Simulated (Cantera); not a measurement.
**Equilibrium for silicon oxide and oxynitride deposition: SiCl₄ + N₂O + N₂ + H₂O**

A closed system holds: 1 mol SiCl₄, 1.5 mol N₂O, 4 mol N₂, 0.25 mol H₂O, held at 49.0 Pa.

Equilibrium computed with Cantera from the NASA thermochemical tables; the gas is ideal and each condensed phase is pure. Candidate condensed phases: H₂O, NH₄Cl, Si, SiO₂, Si₂N₂O, Si₃N₄; 47 gas species. The tables' values for SiCl₃, SiO₂ are old estimates; treat these amounts as uncertain. The tables hold silica as quartz up to 1696 K and as liquid above; real silica turns to tridymite and cristobalite and melts near 1996 K. The numbers say what is thermodynamically allowed, not how fast it happens.

```json
[
 {"T (°C)": "775", "x N₂": "0.716", "x Cl": "0.0151", "x Cl₂": "0.188", "x HCl": "0.0651", "x SiO": "<1e-12", "x SiCl₄": "0.0163", "x O₂": "3.24e-10", "n SiO₂(β-quartz)": "0.875", "n SiO₂(condensed)": "0", "n SiO₂(l)": "0"},
 {"T (°C)": "875", "x N₂": "0.703", "x Cl": "0.0495", "x Cl₂": "0.167", "x HCl": "0.0640", "x SiO": "<1e-12", "x SiCl₄": "0.0160", "x O₂": "3.04e-9", "n SiO₂(β-quartz)": "0.875", "n SiO₂(condensed)": "0", "n SiO₂(l)": "0"},
 {"T (°C)": "975", "x N₂": "0.677", "x Cl": "0.122", "x Cl₂": "0.124", "x HCl": "0.0616", "x SiO": "6.73e-12", "x SiCl₄": "0.0154", "x O₂": "1.36e-8", "n SiO₂(β-quartz)": "0.875", "n SiO₂(condensed)": "0", "n SiO₂(l)": "0"},
 {"T (°C)": "1075", "x N₂": "0.643", "x Cl": "0.218", "x Cl₂": "0.0663", "x HCl": "0.0584", "x SiO": "1.50e-9", "x SiCl₄": "0.0146", "x O₂": "2.36e-8", "n SiO₂(β-quartz)": "0.875", "n SiO₂(condensed)": "0", "n SiO₂(l)": "0"},
 {"T (°C)": "1175", "x N₂": "0.617", "x Cl": "0.288", "x Cl₂": "0.0245", "x HCl": "0.0561", "x SiO": "2.48e-7", "x SiCl₄": "0.0140", "x O₂": "1.52e-8", "n SiO₂(β-quartz)": "0.875", "n SiO₂(condensed)": "0", "n SiO₂(l)": "0"},
 {"T (°C)": "1275", "x N₂": "0.607", "x Cl": "0.316", "x Cl₂": "0.00768", "x HCl": "0.0552", "x SiO": "2.81e-5", "x SiCl₄": "0.0133", "x O₂": "5.76e-9", "n SiO₂(β-quartz)": "0.875", "n SiO₂(condensed)": "0", "n SiO₂(l)": "0"},
 {"T (°C)": "1375", "x N₂": "0.600", "x Cl": "0.329", "x Cl₂": "0.00253", "x HCl": "0.0545", "x SiO": "0.00173", "x SiCl₄": "0.0101", "x O₂": "2.59e-9", "n SiO₂(β-quartz)": "0.867", "n SiO₂(condensed)": "0", "n SiO₂(l)": "0"},
 {"T (°C)": "1475", "x N₂": "0.571", "x Cl": "0.353", "x Cl₂": "0.00101", "x HCl": "0.0519", "x SiO": "0.0202", "x SiCl₄": "0.000863", "x O₂": "1.32e-8", "n SiO₂(β-quartz)": "0", "n SiO₂(condensed)": "0.778", "n SiO₂(l)": "0"},
 {"T (°C)": "1575", "x N₂": "0.564", "x Cl": "0.358", "x Cl₂": "0.000406", "x HCl": "0.0512", "x SiO": "0.0256", "x SiCl₄": "1.63e-6", "x O₂": "2.67e-6", "n SiO₂(β-quartz)": "0", "n SiO₂(condensed)": "0.750", "n SiO₂(l)": "0"},
 {"T (°C)": "1675", "x N₂": "0.562", "x Cl": "0.358", "x Cl₂": "0.000174", "x HCl": "0.0506", "x SiO": "0.0272", "x SiCl₄": "4.13e-9", "x O₂": "0.000417", "n SiO₂(β-quartz)": "0", "n SiO₂(condensed)": "0.732", "n SiO₂(l)": "0"},
 {"T (°C)": "1775", "x N₂": "0.535", "x Cl": "0.344", "x Cl₂": "7.44e-5", "x HCl": "0.0458", "x SiO": "0.0539", "x SiCl₄": "5.73e-11", "x O₂": "0.0111", "n SiO₂(β-quartz)": "0", "n SiO₂(condensed)": "0", "n SiO₂(l)": "0.435"}
]
```
x: gas mole fraction; n: condensed amount in mol.

From 775 °C to 1375 °C the condensed part is SiO₂(β-quartz). From 1475 °C to 1675 °C the condensed part is SiO₂(condensed). At 1775 °C the condensed part is SiO₂(l). The main Si-bearing gas is SiCl₄ at 775 °C and SiO at 1775 °C.
